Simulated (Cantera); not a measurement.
## Thermodynamics of silicon nitride deposition, feed SiH₂Cl₂ + N₂

Charge: 1 mol SiH₂Cl₂, a varied amount of N₂, held at 1123.15 K and 11.3 Torr.

Cantera equilibrium calculation (NASA polynomials, part measured and part estimated; ideal gas, pure solids and liquids). Candidate condensed phases: NH₄Cl, Si, Si₃N₄; 28 gas species. N₂ is the only nitrogen source here; it is nearly inert below about 1500 K, so the nitride shown seldom forms there in practice. The tables' values for SiCl₃ are old estimates; treat these amounts as uncertain. Kinetics and transport are ignored.

From 10 mol N₂ to 68 mol N₂ the condensed part is Si₃N₄(s). The main Si-bearing gas is SiCl₄ throughout. The share of Si in condensed phases is highest at 68 mol N₂ (89.5 %) and lowest at 10 mol N₂ (83.8 %).

```
n(N₂) (mol)   x N₂   x HCl     x H₂  x SiCl₄   x SiCl₃  x SiHCl₃  x SiCl₂  n Si₃N₄(s)
-----------  -----  ------  -------  -------  --------  --------  -------  ----------
10           0.837   0.120   0.0284   0.0140  0.000196   5.69e-5  3.39e-5       0.279
16           0.893  0.0820   0.0168  0.00829  0.000131   2.92e-5  2.55e-5       0.285
22           0.920  0.0626   0.0117  0.00573   9.85e-5   1.83e-5  2.10e-5       0.288
27           0.934  0.0524  0.00916  0.00450   8.20e-5   1.35e-5  1.85e-5       0.290
33           0.945  0.0439  0.00722  0.00355   6.84e-5   1.00e-5  1.64e-5       0.292
39           0.953  0.0378  0.00591  0.00290   5.88e-5   7.79e-6  1.48e-5       0.293
45           0.959  0.0332  0.00498  0.00244   5.15e-5   6.27e-6  1.35e-5       0.295
51           0.964  0.0297  0.00428  0.00209   4.59e-5   5.18e-6  1.25e-5       0.296
57           0.968  0.0268  0.00373  0.00183   4.15e-5   4.37e-6  1.17e-5       0.297
62           0.970  0.0249  0.00337  0.00165   3.83e-5   3.84e-6  1.11e-5       0.297
68           0.973  0.0228  0.00301  0.00147   3.52e-5   3.33e-6  1.05e-5       0.298
```
x: gas mole fraction; n: condensed amount in mol.
